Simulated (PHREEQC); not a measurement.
Make-up at 15 °C: 0.02 mol Na2SO4 and 0.00013 mol MgSO4 per kg of water. Closed to the air; pH follows from the charge balance.

The numbers come from PHREEQC with the Pitzer model, pitzer.dat.

Precipitation was switched off in this run.

What specific conductance, density does the model give?

specific conductance 3240 µS/cm; density 1.002 g/cm³.

Complexes and solids missing from the database can't appear.
